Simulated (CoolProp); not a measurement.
Vapour-liquid equilibrium of carbon dioxide (1) + CH2F2 (R32) (2) at 239.5 K; x and y are mole fractions of (1).

Values from CoolProp's multi-fluid Helmholtz-energy mixture model, Span 1996 and Tillner-Roth 1997; pair parameters Bell 2016.

Give the bubble pressure and the first vapour's composition at x = 0.425, 0.5, 0.725. Is there an azeotrope?

x = 0.425: 0.6761 MPa, y = 0.774; x = 0.5: 0.7519 MPa, y = 0.819; x = 0.725: 0.9764 MPa, y = 0.915. No azeotrope shows between x = 0.05 and 0.95.

The pair parameters rest on a limited set of measurements; away from them the model extrapolates.
